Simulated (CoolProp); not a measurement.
Model: reference Helmholtz-energy equation of state, Span 2000, in CoolProp.

**Question.** For nitrogen, give the phase and the cv (kJ/(kg K)), viscosity (µPa s) at -131.25 °C and 0.107 MPa; -131.25 °C and 0.604 MPa; -131.25 °C and 34 MPa.

**Answer.** 
- -131.25 °C and 0.107 MPa: gas; cv 0.745, viscosity 9.60
- -131.25 °C and 0.604 MPa: gas; cv 0.758, viscosity 9.78
- -131.25 °C and 34 MPa: supercritical; cv 0.930, viscosity 66.5

Viscosity comes from a separate model (Lemmon 2004).
